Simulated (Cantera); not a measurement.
A freely propagating, adiabatic, planar premixed flame of 6.41 % CH4, 0.359 % H2, 16.0 % O2, 60.3 % N2, 16.0 % H2O, 0.834 % CO2, unburnt at 500 K and 4.15 atm; mixture-averaged transport, grid criteria slope 0.08 and curve 0.16, no radiation.

Computed with Cantera and GRI-Mech 3.0 (53 species, 325 reactions). Burning velocities carry a grid error of a few per cent, more on coarse grids.

Predict: laminar burning velocity; thermal thickness; peak x(CH2); peak x(HCN).


| Property | Result |
|---|---|
| laminar burning velocity | 14.8 cm/s |
| thermal thickness | 0.356 mm |
| peak x(CH2) | 5.03e-6 |
| peak x(HCN) | 1.88e-7 |
